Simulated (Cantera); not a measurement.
A Cantera script and what it prints.

```python
import numpy as np
import cantera as ct

gas_names = """
    Br Br2 Si SiBr SiBr2 SiBr3 SiBr4 Si2 Si3
""".split()
cond_names = """
    Br2(cr) Br2(L) Si(cr) Si(L)
""".split()


def load(file, names, dense=False):
    # The tables refer to 1 bar. Condensed volumes are neglected.
    table = {s.name: s for s in ct.Species.list_from_file(file)}
    out = []
    for n in names:
        d = dict(table[n].input_data)
        d["thermo"] = dict(d["thermo"], **{"reference-pressure": 1e5})
        if dense:
            d["equation-of-state"] = {"model": "constant-volume", "density": "1e6 g/cm^3"}
        out.append(ct.Species.from_dict(d))
    return out


gas = ct.Solution(thermo="ideal-gas", species=load("nasa_gas.yaml", gas_names))
cond = {s.name: ct.Solution(thermo="fixed-stoichiometry", species=[s], name=s.name)
        for s in load("nasa_condensed.yaml", cond_names, dense=True)}
atoms = {
    'Si': {'Si': 1},
    'Br2': {'Br': 2},
}
top_T = {}  # K; cautious upper limits of use, not melting points


def equilibrate(T, P, feed):
    n = {}
    for name, mol in feed.items():
        for a, k in atoms[name].items():
            n[a] = n.get(a, 0.0) + k * mol
    gas.TPX = T, P, n
    mass = sum(n.values()) * gas.mean_molecular_weight
    gas.equilibrate("TP")
    valid = [c for c in cond.values() if c.min_temp <= T <= top_T.get(c.name, c.max_temp)]
    mix = ct.Mixture([(gas, mass / gas.mean_molecular_weight)] + [(c, 0.0) for c in valid])
    mix.T, mix.P = T, P
    mix.equilibrate("TP", solver="vcs", rtol=1e-11, max_steps=5000)
    return mix


results = []
T = 548.15  # K
P = 1333.22  # Pa
for m in [0.71, 0.87, 1.1, 1.3, 1.7, 2.1, 2.5, 3.1, 3.9, 4.8, 6]:
    feed = {'Si': 1, 'Br2': m}  # mol
    mix = equilibrate(T, P, feed)
    results.append((T, P, feed, dict(zip(mix.species_names, mix.species_moles))))

top = {s: max(r[3][s] / sum(r[3][g] for g in gas_names) for r in results) for s in gas_names}
cols = sorted((s for s in top if top[s] > 0.001), key=lambda s: -top[s])[:5]
seen = [c for c in cond_names if any(r[3].get(c, 0) > 1e-12 for r in results)]
print("log10 of partial pressures in bar; condensed amounts in mol")
print(f"{'n(Br2)':>10s}" + "".join(f"{s[:9]:>10s}" for s in cols + seen))
for T, P, feed, n in results:
    ng = sum(n[g] for g in gas_names)
    print(f"{feed['Br2']:10.4g}" + "".join(f"{np.log10(max(n[s] / ng * P / 1e5, 1e-99)):10.3f}" for s in cols)
          + "".join(f"{n.get(c, 0):10.4g}" for c in seen))
```

It prints:

```
log10 of partial pressures in bar; condensed amounts in mol
    n(Br2)     SiBr4       Br2    Si(cr)
      0.71    -1.875   -20.295     0.645
      0.87    -1.875   -20.295     0.565
       1.1    -1.875   -20.295      0.45
       1.3    -1.875   -20.295      0.35
       1.7    -1.875   -20.295      0.15
       2.1    -1.916    -2.916         0
       2.5    -2.051    -2.352         0
       3.1    -2.197    -2.156         0
       3.9    -2.337    -2.059         0
       4.8    -2.455    -2.008         0
         6    -2.574    -1.972         0
```

Method: chemical equilibrium by Gibbs-energy minimisation in Cantera with the NASA 1993 tables (ideal gas, pure condensed phases).
